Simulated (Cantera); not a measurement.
Input: 1 mol CuO, 2.8 mol CO, 1.9 mol H2, at 0.585 Torr.

Cantera equilibrium calculation (NASA polynomials, part measured and part estimated; ideal gas, pure solids and liquids). Candidate condensed phases: C, C6H6, C7H8, C8H18, Cu, CuO, Cu(OH)2, Cu2O, H2O; 113 gas species. Rates play no part.

Q: At 1048 K, list the 4 most abundant gas species with their mole fractions, and the condensed phases.

A: CO 0.462, H2 0.325, CO2 0.134, H2O 0.0792. Condensed: Cu(s).
